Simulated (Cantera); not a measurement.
An isothermal, constant-pressure homogeneous reactor starts with 86.2 % NH3, 13.8 % N2, at 1575 K and 100.0 Torr.

Detailed kinetics in Cantera: the gas-phase N/H chemistry of the illustrative SiF4/NH3 mechanism in the Surface Chemkin manual (1991). Walls and surfaces, which speed up NH3 decomposition in real reactors, are not modelled.

x: mole fraction; the columns are a selection and need not sum to one.

```tsv
t (s)	x NH3	x N	x H2	x N2	x N2H4	x NH2	x NH
2.00e-5	0.862	<1e-12	6.24e-8	0.138	<1e-12	1.28e-7	<1e-12
7.96e-5	0.862	<1e-12	?	0.138	<1e-12	?	2.73e-12
0.000317	0.862	<1e-12	1.04e-6	0.138	1.92e-11	2.08e-6	8.08e-11
0.00126	0.862	<1e-12	4.18e-6	0.138	3.43e-10	8.28e-6	2.01e-9
0.00501	0.862	5.73e-12	1.93e-5	0.138	5.48e-9	3.26e-5	3.07e-8
0.0199	0.862	6.73e-11	0.000201	0.138	4.86e-8	9.69e-5	1.94e-7
0.0794	0.860	3.03e-10	0.00156	0.138	6.18e-8	0.000109	2.41e-7
0.316	0.853	1.16e-9	0.00703	0.140	6.02e-8	0.000108	2.63e-7
1.26	0.827	?	?	0.145	5.57e-8	0.000104	?
5.00	0.734	7.96e-9	0.103	0.163	4.56e-8	9.38e-5	3.53e-7
```

Problem. Fill in the missing entries.

Solution. 
- 7.96e-5, x H2: 2.59e-7
- 7.96e-5, x NH2: 5.21e-7
- 1.26, x N: 3.83e-9
- 1.26, x H2: 0.0282
- 1.26, x NH: 3.12e-7
